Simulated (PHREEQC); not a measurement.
1 kg of water holding 0.01 mol Na2SO4, 0.46 mol NaCl, 0.041 mol Na2CO3 and 0.16 mol NaOH is evaporated at 25 °C; the solids stay in contact with the brine. The system is closed to CO2. The run lets Burkeite, Halite, Mirabilite, Nahcolite, Natron, Thenardite, Trona precipitate or redissolve, and no other solid.

The series has 22 steps of water left (kg), from 1 to 0.01627.

All values are PHREEQC results (Pitzer model, pitzer.dat), not measurements.

### Question
Which solids form, in which order, and at which step of the series does each first stand?

### Answer
Halite from water left = 0.09502 kg (pH 14.13); Burkeite from water left = 0.05276 kg (pH 14.62).
